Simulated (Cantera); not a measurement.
## Premixed flame

A freely propagating, adiabatic, planar premixed flame of 47.9 % H₂, 9.97 % O₂, 37.5 % N₂, 4.60 % H₂O, unburnt at 450 K and 825 Torr; unity-Lewis-number transport, grid criteria slope 0.08 and curve 0.16, no radiation.

Model: the H2/O2 subset of GRI-Mech 3.0, which has no nitrogen chemistry, integrated in Cantera. Unity Lewis numbers drop preferential diffusion, which matters most where H2 and H carry the flame. Burning velocities carry a grid error of a few per cent, more on coarse grids.

```tsv
z (mm)	T (K)	u (m/s)	x H₂	x O₂	x H₂O	x HO₂	x O	x OH
-1.01	450	2.84	0.479	0.0997	0.0460	1.02e-8	<1e-8	<1e-8
-0.672	450	2.84	0.479	0.0997	0.0460	1.93e-7	<1e-8	<1e-8
-0.504	451	2.84	0.479	0.0996	0.0461	1.56e-6	<1e-8	<1e-8
-0.336	455	2.87	0.479	0.0994	0.0466	1.18e-5	1.13e-7	<1e-8
-0.168	556	3.48	0.469	0.0935	0.0594	0.000241	1.17e-5	2.11e-5
-0.0839	841	5.17	0.436	0.0751	0.100	0.000186	0.000167	0.000283
0	1193	7.18	0.363	0.0413	0.173	6.21e-5	0.000961	0.000829
0.0839	1417	8.41	0.299	0.0135	0.231	1.71e-5	0.00109	0.00163
0.168	1530	9.01	0.278	0.00341	0.253	3.96e-6	0.000628	0.00199
0.336	1637	9.56	0.279	0.000361	0.262	4.04e-7	0.000333	0.00210
0.672	1734	10.0	0.288	8.20e-5	0.265	1.06e-7	0.000191	0.00189
1.34	1814	10.4	0.296	3.79e-5	0.267	5.42e-8	9.30e-5	0.00148
2.69	1873	10.7	0.301	1.55e-5	0.269	2.48e-8	3.85e-5	0.00103
```
x: mole fraction of selected species; z is measured from the peak of heat release.

```json
{
  "laminar_burning_velocity": "284 cm/s",
  "thermal_thickness": "0.336 mm",
  "peak x(HO₂)": "0.000294",
  "peak x(O)": "0.00121",
  "peak x(OH)": "0.00211",
  "grid_points": "98"
}
```
